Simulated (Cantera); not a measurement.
Cantera with NASA thermochemical tables; ideal gases at 1 bar, condensed phases pure. Values are per mole of reaction as written; species without (g) are pure solids or liquids, kept so even where they would boil at 1 bar. The tables' values for C2F4 are old estimates.

4 Cl(g) + C ⇌ CCl4(g)

```json
[
 {"T (K)": "1050", "ΔH° (kJ)": "-587.0", "ΔS° (J/K)": "-367.3", "ΔG° (kJ)": "-201.4", "log10 K": "10.02"},
 {"T (K)": "1125", "ΔH° (kJ)": "(withheld)", "ΔS° (J/K)": "(withheld)", "ΔG° (kJ)": "(withheld)", "log10 K": "(withheld)"},
 {"T (K)": "1200", "ΔH° (kJ)": "(withheld)", "ΔS° (J/K)": "(withheld)", "ΔG° (kJ)": "(withheld)", "log10 K": "(withheld)"},
 {"T (K)": "1275", "ΔH° (kJ)": "-588.2", "ΔS° (J/K)": "-368.3", "ΔG° (kJ)": "-118.6", "log10 K": "4.86"},
 {"T (K)": "1350", "ΔH° (kJ)": "-588.5", "ΔS° (J/K)": "-368.5", "ΔG° (kJ)": "-91.0", "log10 K": "3.52"},
 {"T (K)": "1425", "ΔH° (kJ)": "-588.8", "ΔS° (J/K)": "-368.8", "ΔG° (kJ)": "-63.4", "log10 K": "2.32"},
 {"T (K)": "1500", "ΔH° (kJ)": "-589.2", "ΔS° (J/K)": "-369.0", "ΔG° (kJ)": "-35.7", "log10 K": "1.24"},
 {"T (K)": "1575", "ΔH° (kJ)": "-589.5", "ΔS° (J/K)": "-369.2", "ΔG° (kJ)": "-8.0", "log10 K": "0.27"},
 {"T (K)": "1650", "ΔH° (kJ)": "-589.8", "ΔS° (J/K)": "-369.4", "ΔG° (kJ)": "19.7", "log10 K": "-0.62"},
 {"T (K)": "1725", "ΔH° (kJ)": "-590.0", "ΔS° (J/K)": "-369.5", "ΔG° (kJ)": "47.4", "log10 K": "-1.44"}
]
```

Problem. Fill in the missing entries.

Solution. 
- 1125, ΔH° (kJ): -587.4
- 1125, ΔS° (J/K): -367.6
- 1125, ΔG° (kJ): -173.8
- 1125, log10 K: 8.07
- 1200, ΔH° (kJ): -587.8
- 1200, ΔS° (J/K): -368.0
- 1200, ΔG° (kJ): -146.2
- 1200, log10 K: 6.37
